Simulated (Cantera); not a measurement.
Charge: 1 mol CH3F, 0.03 mol CH4, equilibrated at 5000 Pa.

Method: chemical equilibrium by Gibbs-energy minimisation in Cantera with the NASA 1993 tables (ideal gas, pure condensed phases). Candidate condensed phases: C, C6H6, C7H8, C8H18; 95 gas species. Kinetics and transport are ignored.

x: gas mole fraction; n: condensed amount in mol.

| T (°C) | x H2 | x HF | x H | x C2H2 (acetylene) | x F | n C(graphite) |
|---|---|---|---|---|---|---|
| 1575 | 0.513 | 0.485 | 0.00170 | … | 3.38e-7 | 1.03 |
| 1625 | 0.512 | 0.485 | 0.00250 | … | 6.29e-7 | 1.03 |
| 1675 | 0.512 | 0.485 | 0.00361 | … | 1.13e-6 | 1.03 |
| 1725 | 0.510 | 0.484 | 0.00512 | … | 1.98e-6 | 1.03 |
| 1775 | 0.509 | 0.484 | 0.00714 | … | 3.38e-6 | 1.03 |
| 1825 | 0.506 | 0.483 | 0.00979 | … | 5.61e-6 | 1.03 |
| 1875 | 0.504 | 0.482 | 0.0132 | … | 9.11e-6 | 1.03 |
| 1925 | 0.500 | 0.481 | 0.0176 | … | 1.45e-5 | 1.02 |
| 1975 | 0.495 | 0.480 | 0.0231 | … | 2.26e-5 | 1.02 |
| 2025 | 0.490 | 0.478 | 0.0300 | … | 3.45e-5 | 1.02 |
| 2075 | 0.483 | 0.476 | 0.0384 | … | 5.19e-5 | 1.02 |
| 2125 | 0.475 | 0.474 | 0.0485 | … | 7.67e-5 | 1.02 |
| 2175 | 0.465 | 0.471 | 0.0607 | … | 0.000112 | 1.01 |
| 2225 | 0.453 | 0.467 | 0.0750 | … | 0.000161 | 1.01 |

Question: Complete the blanks.

Answer: 
- 1575, x C2H2 (acetylene): 0.000132
- 1625, x C2H2 (acetylene): 0.000193
- 1675, x C2H2 (acetylene): 0.000276
- 1725, x C2H2 (acetylene): 0.000387
- 1775, x C2H2 (acetylene): 0.000533
- 1825, x C2H2 (acetylene): 0.000723
- 1875, x C2H2 (acetylene): 0.000964
- 1925, x C2H2 (acetylene): 0.00127
- 1975, x C2H2 (acetylene): 0.00164
- 2025, x C2H2 (acetylene): 0.00210
- 2075, x C2H2 (acetylene): 0.00264
- 2125, x C2H2 (acetylene): 0.00328
- 2175, x C2H2 (acetylene): 0.00402
- 2225, x C2H2 (acetylene): 0.00486
